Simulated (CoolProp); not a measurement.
R21 along the isotherm 473 K: density (kg/m³) from the reference equation and from simpler models built on Tc = 452.7 K, pc = 5.289 MPa, ω = 0.206; each cubic takes its own stable root.

The numbers come from the reference Helmholtz-energy equation of state, Platzer 1990 in CoolProp. This equation is an older, rougher fit; its heat capacities, sound speeds and derivatives of the liquid may be far off and weren't checked against measurements.

| p (MPa) | phase | reference |
|---|---|---|
| 0.496 | gas | 13.35 |
| 0.992 | gas | 27.51 |
| 1.49 | gas | 42.71 |
| 1.98 | gas | 58.79 |
| 2.48 | gas | 76.62 |
| 2.97 | gas | 95.80 |
| 3.47 | gas | 117.6 |
| 3.97 | gas | 142.4 |
| 4.46 | gas | 170.7 |
| 4.96 | gas | 205.4 |
| 5.45 | supercritical | 248.6 |
| 5.95 | supercritical | 308.4 |
| 6.45 | supercritical | 396.4 |
| 6.94 | supercritical | 512.3 |
| 7.44 | supercritical | 616.7 |
| 7.93 | supercritical | 683.4 |

Q: How far does each simpler model (ideal gas, van der Waals, Redlich-Kwong, Soave-Redlich-Kwong, Peng-Robinson) lie from the reference over these 16 states: mean and median of the absolute difference, and the worst?

A: 
- ideal gas: mean 33.3 %, median 29.3 %, worst -69.6 % at 473 K and 7.93 MPa
- van der Waals: mean 4.1 %, median 2.3 %, worst -18.6 % at 473 K and 7.93 MPa
- Redlich-Kwong: mean 1.6 %, median 0.3 %, worst -10.5 % at 473 K and 7.93 MPa
- Soave-Redlich-Kwong: mean 3.9 %, median 1.3 %, worst -15.0 % at 473 K and 7.93 MPa
- Peng-Robinson: mean 2.4 %, median 1.9 %, worst -7.8 % at 473 K and 7.93 MPa
